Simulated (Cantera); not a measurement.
A closed system holds: 1 mol C2H6, 0.082 mol CO2, 3.5 mol H2, at 2373.15 K and 1 atm.

Method: chemical equilibrium by Gibbs-energy minimisation in Cantera with the NASA 1993 tables (ideal gas, pure condensed phases). Candidate condensed phases: C, C6H6, C7H8, C8H18, H2O; 110 gas species. Equilibrium is a limit: real reactors are often held back by kinetics, nucleation or transport.

Base state: H2 0.956, CO 0.0244, H 0.0136, C2H2 (acetylene) 0.00588, CH4 0.000173, CH3 4.54e-5, C4H2 1.49e-5 (mole fractions); condensed: C(graphite).

### Question
What changes in the equilibrium state with this change: pressure from 1 atm to 0.133 bar?

### Answer
| species | before | after |
|---|---|---|
| H2 | 0.956 | 0.933 |
| H | 0.0136 | 0.0370 |
| CO | 0.0244 | 0.0242 |
| CH4 | 0.000173 | 2.16e-5 |
| CH3 | 4.54e-5 | 1.59e-5 |
| C2H | 4.52e-6 | 1.23e-5 |
| C4H2 | 1.49e-5 | 1.45e-5 |
| C(graphite), mol | 1.84 | 1.84 |
